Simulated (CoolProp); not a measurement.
Properties of methane at several states.

Values from CoolProp's reference Helmholtz-energy equation of state, Setzmann 1991.

```csv
T (K),p (MPa),phase,Z,isothermal compressibility (1/MPa)
352.7,0.0339,gas,0.9997,29.51
486.8,4.06,gas,0.9991,0.2461
502.5,0.204,gas,1.0000,4.902
578.9,0.012,gas,1.000,83.33
623.4,0.0556,gas,1.000,17.98
383,0.11,gas,0.9993,9.097
```
